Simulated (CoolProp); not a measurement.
Vapour-liquid equilibrium of acetone (1) + ethanol (2) at 12.3 kPa; x and y are mole fractions of (1).

Model: multi-fluid Helmholtz-energy mixture model, Lemmon 2006 and Schroeder 2014; pair parameters Bell 2016, in CoolProp.

### Question
Give the bubble temperature and the first vapour's composition at x = 0.15, 0.85, 0.95. Is there an azeotrope?

### Answer
x = 0.15: 21.3 °C, y = 0.552; x = 0.85: 7.1 °C, y = 0.942; x = 0.95: 6.0 °C, y = 0.979. No azeotrope shows between x = 0.05 and 0.95.

Pair parameters are fitted to limited data, so mixtures are less certain than the pure fluids.
